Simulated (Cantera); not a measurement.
Charge: 1 mol FeS₂, 1.7 mol H₂, held at 1402 °C and 10.0 mbar.

Method: chemical equilibrium by Gibbs-energy minimisation in Cantera with the NASA 1993 tables (ideal gas, pure condensed phases). Candidate condensed phases: Fe, FeS, FeS₂, S; 8 gas species. FeS: taken at fixed stoichiometry. Equilibrium is a limit: real reactors are often held back by kinetics, nucleation or transport.

Base state: H₂ 0.731, S₂ 0.199, H₂S 0.0555, SH 0.0115, S 0.00112, H 0.000993, Fe 0.000106 (mole fractions); condensed: FeS(l).

### Question
What changes in the equilibrium state with this change: temperature from 1402 °C to 1377 °C?

### Answer
```csv
species,before,after
H₂,0.731,0.729
S₂,0.199,0.198
H₂S,0.0555,0.0608
SH,0.0115,0.0106
Fe,0.000106,6.06e-5
H,0.000993,0.000776
S,0.00112,0.000882
"FeS(l), mol",1.000,1.000
```
